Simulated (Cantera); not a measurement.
Input: 1 mol AlBr3, 23 mol O2, 40 mol H2, at 675 K and 0.130 bar.

Equilibrium computed with Cantera from the NASA thermochemical tables; the gas is ideal and each condensed phase is pure. Candidate condensed phases: Al, AlBr3, Al2O3, Br2, H2O; 25 gas species. Equilibrium is a limit: real reactors are often held back by kinetics, nucleation or transport.

Base state: H2O 0.914, O2 0.0515, Br2 0.0342, HBr 0.000153, Br 1.03e-5 (mole fractions); condensed: Al2O3(s).

What changes in the equilibrium state with this change: temperature from 675 K to 1023.15 K?


```csv
species,before,after
H2O,0.914,0.906
O2,0.0515,0.0535
Br2,0.0342,0.0278
HBr,0.000153,0.00925
Br,1.03e-5,0.00346
"Al2O3(s), mol",0.500,0.500
```
